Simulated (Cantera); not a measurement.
# Cu2O + C + CO (carbothermic reduction)

Feed: 1 mol Cu2O, 0.41 mol C, 0.023 mol CO, held at 1000 Pa.

These are equilibrium values from Cantera (NASA tables, ideal gas, pure condensed phases), not measurements of a reactor. Candidate condensed phases: C, Cu, CuO, Cu2O; 15 gas species. Each liquid is taken as pure. Mutual solubility and eutectic melting of coexisting phases are not modelled. The numbers say what is thermodynamically allowed, not how fast it happens.

```csv
T (K),x CO2,x Cu,x O2,x CO,x O,x Cu2,x CuO,n Cu(s),n Cu2O(s),n Cu(l),n Cu2O(l)
1323,1.000,2.68e-5,0.000187,0.000176,3.64e-8,2.75e-9,1.04e-8,1.69,0.157,0,0
1373,0.999,7.90e-5,0.000589,0.000251,1.50e-7,1.25e-8,4.89e-8,0,0.157,1.69,0
1423,0.998,0.000209,0.00191,0.000331,5.88e-7,4.84e-8,2.12e-7,0,0.155,1.69,0
1473,0.993,0.000517,0.00570,0.000426,2.11e-6,1.70e-7,8.27e-7,0,0.152,1.70,0
1523,0.983,0.00120,0.0151,0.000549,6.79e-6,5.46e-7,2.88e-6,0,0,1.71,0.144
1573,0.968,0.00265,0.0283,0.000799,1.76e-5,1.63e-6,8.01e-6,0,0,1.73,0.132
1623,0.943,0.00555,0.0507,0.00112,4.28e-5,4.51e-6,2.09e-5,0,0,1.78,0.111
1673,0.900,0.0111,0.0875,0.00152,9.89e-5,1.17e-5,5.11e-5,0,0,1.85,0.0736
1723,0.831,0.0213,0.146,0.00195,0.000217,2.88e-5,0.000119,0,0,1.98,0.00631
1773,0.808,0.0394,0.148,0.00325,0.000362,6.71e-5,0.000208,0,0,1.98,0
1823,0.779,0.0704,0.144,0.00534,0.000573,0.000149,0.000345,0,0,1.96,0
1873,0.731,0.122,0.137,0.00838,0.000876,0.000316,0.000550,0,0,1.93,0
1923,0.654,0.204,0.126,0.0125,0.00128,0.000642,0.000838,0,0,1.87,0
1973,0.537,0.334,0.108,0.0172,0.00178,0.00126,0.00120,0,0,1.74,0
```
x: gas mole fraction; n: condensed amount in mol.

At 1323 K the condensed part is Cu(s) + Cu2O(s). From 1373 K to 1473 K the condensed part is Cu(l) + Cu2O(s). From 1523 K to 1723 K the condensed part is Cu(l) + Cu2O(l). From 1773 K to 1973 K the condensed part is Cu(l). The main Cu-bearing gas is Cu throughout.
